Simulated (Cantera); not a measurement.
Charge: 1 mol PbO, 0.32 mol O2, 19 mol N2, at 598.15 K and 0.100 bar.

Equilibrium computed with Cantera from the NASA thermochemical tables; the gas is ideal and each condensed phase is pure. Candidate condensed phases: Pb, PbO, PbO2, Pb3O4; 12 gas species. Rates play no part.

Base state: N2 0.983, O2 0.0166 (mole fractions); condensed: PbO(red).

Q: What changes in the equilibrium state with this change: PbO replaced by HgO?

A: 
```
species        before   after
-------------  ------  ------
N2              0.983   0.913
Hg                  0  0.0480
O2             0.0166  0.0394
PbO(red), mol    1.00       0
```
Further candidate phases: Hg, HgO.
